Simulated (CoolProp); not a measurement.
Values from CoolProp's reference Helmholtz-energy equation of state, de Reuck 1990.

**Question.** Give the vapour pressure (MPa), enthalpy of vaporisation (kJ/kg), liquid cp (kJ/(kg K)), vapour Z of saturated fluorine at -164.55, -150.05 °C.

**Answer.** 
```csv
T (°C),p (MPa),enthalpy of vaporisation (kJ/kg),liquid cp (kJ/(kg K)),vapour Z
-164.55,0.809,147,1.66,0.861
-150.05,1.94,121,1.95,0.748
```
